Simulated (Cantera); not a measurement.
Feed: 1 mol Ta(OEt)₅, 4.5 mol CH₄, 95 mol H₂, at 10.0 Torr.

Method: chemical equilibrium by Gibbs-energy minimisation in Cantera with the NASA 1993 tables (ideal gas, pure condensed phases). Candidate condensed phases: C, C₆H₆, C₇H₈, C₈H₁₈, H₂O, Ta, TaC, Ta₂O₅; 113 gas species. The feed counts by its element totals alone. TaC: taken at fixed stoichiometry. Condensed phases not in the tables: Ta₂C. Kinetics and transport are ignored. All values below are at 1548 K.

Base state: H₂ 0.959, CO 0.0411, H 0.000261, CH₄ 2.51e-5, C₂H₂ (acetylene) 1.50e-5 (mole fractions); condensed: C(graphite) + TaC(s).

Task: What changes in the equilibrium state with this change: Ta(OEt)₅ replaced by Ta?

Result: 
| species | before | after |
|---|---|---|
| H₂ | 0.959 | 1.000 |
| H | 0.000261 | 0.000267 |
| CH₄ | 2.51e-5 | 2.73e-5 |
| CO | 0.0411 | 0 |
| C₂H₂ (acetylene) | 1.50e-5 | 1.57e-5 |
| C(graphite), mol | 8.49 | 3.49 |
| TaC(s), mol | 1.00 | 1.00 |
